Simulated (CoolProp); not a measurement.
trans-2-butene along the isotherm 481.8 K: Z from the reference equation and from simpler models built on Tc = 428.6 K, pc = 4019 kPa, ω = 0.210; each cubic takes its own stable root.

Model: reference Helmholtz-energy equation of state, Lemmon 2005, in CoolProp. It is a short technical equation, of lower accuracy than the large ones.

```
p (kPa)          phase  reference  Soave-Redlich-Kwong  Peng-Robinson
-------  -------------  ---------  -------------------  -------------
63.5               gas     0.9963               0.9964         0.9958
103                gas     0.9939               0.9941         0.9932
166                gas     0.9902               0.9905         0.9891
268                gas     0.9842               0.9846         0.9824
433                gas     0.9743               0.9750         0.9714
699                gas        [?]               0.9594            [?]
1130               gas     0.9312               0.9336            [?]
1830               gas     0.8857                  [?]            [?]
2950               gas        [?]                  [?]         0.7951
4770     supercritical        [?]               0.6863         0.6558
7700     supercritical     0.4553               0.5166         0.4835
12400    supercritical     0.4845               0.5563         0.5100
20100    supercritical     0.6661               0.7351         0.6677
```

### Question
Complete the blanks.

### Answer

- 699, reference: 0.9581
- 699, Peng-Robinson: 0.9536
- 1130, Peng-Robinson: 0.9244
- 1830, Soave-Redlich-Kwong: 0.8903
- 1830, Peng-Robinson: 0.8759
- 2950, reference: 0.8074
- 2950, Soave-Redlich-Kwong: 0.8170
- 4770, reference: 0.6645
